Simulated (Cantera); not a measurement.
Feed: 1 mol Si2Cl6, 14 mol H2, at 802 °C.

These are equilibrium values from Cantera (NASA tables, ideal gas, pure condensed phases), not measurements of a reactor. Candidate condensed phases: Si; 19 gas species. The feed counts by its element totals alone. Equilibrium is a limit: real reactors are often held back by kinetics, nucleation or transport.

Problem. What share of the Si ends up in condensed phases as a function of P (Pa), at 100, 350, 1300, 4500, 16000, 56000, 200000?

Solution. 
| P (Pa) | Si condensed (%) | as |
|---|---|---|
| 100 | 32.7 | Si(s) |
| 350 | 31.4 | Si(s) |
| 1300 | 29.3 | Si(s) |
| 4500 | 26.9 | Si(s) |
| 16000 | 24.1 | Si(s) |
| 56000 | 21.2 | Si(s) |
| 200000 | 17.8 | Si(s) |
